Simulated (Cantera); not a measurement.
A Cantera script and its output.

```python
import numpy as np
import cantera as ct

gas = ct.Solution("gri30.yaml")
gas.TPX = 548, 10000, {'CH4': 1, 'C2H6': 0.28, 'C3H8': 0.068, 'O2': 5.11, 'N2': 16.9}
flame = ct.FreeFlame(gas, width=0.2)
flame.set_refine_criteria(ratio=3, slope=0.08, curve=0.16)
flame.transport_model = "unity-Lewis-number"
flame.solve(loglevel=0, auto=True)
z, T = flame.grid, flame.T
thick = (T[-1] - T[0]) / np.gradient(T, z).max()
show = ['CH4', 'C2H6', 'C3H8', 'HCO', 'H2', 'C2H2']
print(f"laminar burning velocity  {flame.velocity[0] * 100:.3f} cm/s")
print(f"burnt temperature         {T[-1]:.1f} K")
print(f"thermal thickness         {thick * 1e3:.4f} mm")
print(f"grid points               {len(z)}")
z0 = z[flame.heat_release_rate.argmax()]
print(f"{'z/mm':>9s}{'T/K':>9s}{'u/(m/s)':>9s}" + "".join(f"{s:>11s}" for s in show))
rows = []
for k in (-3, -2, -1.5, -1, -0.5, -0.25, 0, 0.25, 0.5, 1, 2, 4, 8):
    zz = z0 + k * thick
    rows.append([k * thick, np.interp(zz, z, T), np.interp(zz, z, flame.velocity),
                 *(np.interp(zz, z, flame.X[gas.species_index(s)]) for s in show)])
    print(f"{rows[-1][0] * 1e3:9.3f}{rows[-1][1]:9.1f}{rows[-1][2]:9.3f}" + "".join(f"{x:11.3e}" for x in rows[-1][3:]))
```

Result:

```
laminar burning velocity  96.493 cm/s
burnt temperature         2042.8 K
thermal thickness         3.1608 mm
grid points               144
     z/mm      T/K  u/(m/s)        CH4       C2H6       C3H8        HCO         H2       C2H2
   -9.483    548.3    0.965  4.280e-02  1.198e-02  2.910e-03  2.123e-17  3.896e-06  1.652e-08
   -6.322    550.6    0.970  4.272e-02  1.195e-02  2.902e-03  2.504e-14  3.867e-05  1.640e-07
   -4.741    557.8    0.983  4.245e-02  1.186e-02  2.878e-03  8.720e-13  1.467e-04  6.222e-07
   -3.161    599.7    1.058  4.091e-02  1.131e-02  2.735e-03  1.751e-10  7.787e-04  3.302e-06
   -1.580    853.6    1.520  3.125e-02  7.929e-03  1.860e-03  1.128e-07  4.764e-03  2.026e-05
   -0.790   1162.3    2.096  1.877e-02  3.685e-03  8.088e-04  4.947e-06  9.732e-03  4.311e-05
    0.000   1500.9    2.745  4.845e-03  2.993e-04  5.363e-05  4.816e-05  1.226e-02  5.507e-05
    0.790   1622.2    2.977  3.623e-04  1.569e-06  1.799e-07  1.055e-05  7.844e-03  6.315e-06
    1.580   1649.6    3.025  1.483e-05  2.683e-09  1.820e-10  5.063e-07  6.624e-03  1.408e-07
    3.161   1682.9    3.080  3.409e-08  5.143e-14  1.679e-15  6.682e-09  7.059e-03  8.728e-11
    6.322   1730.3    3.156  2.262e-12  2.204e-20  3.410e-22  3.549e-09  6.922e-03  1.346e-15
   12.643   1793.3    3.255  6.160e-19  2.238e-29  3.659e-32  2.143e-09  5.878e-03  8.587e-23
   25.287   1865.7    3.368  5.681e-20  4.515e-32  6.343e-44  1.021e-09  4.420e-03  1.516e-25
```

Model: GRI-Mech 3.0 (53 species, 325 reactions), integrated in Cantera. Unity Lewis numbers drop preferential diffusion, which matters most where H2 and H carry the flame. Burning velocities carry a grid error of a few per cent, more on coarse grids.
